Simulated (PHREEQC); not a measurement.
A solution holds 4 mmol/kgw MgCl2, 0.01 mmol/kgw CO2 and 0.39 mmol/kgw MgSO4, at 25 °C. Closed to the air; pH follows from the charge balance.

Equilibrium calculation in PHREEQC: ion-association model, phreeqc.dat.

Question: The ionic strength comes out as 0.0131 mol/kgw. What activity coefficients do SO4-2, Cl-, HCO3-, H+, Mg+2 get?

Answer: SO4-2 0.64, Cl- 0.89, HCO3- 0.89, H+ 0.90, Mg+2 0.64.

Precipitation was switched off in this run.
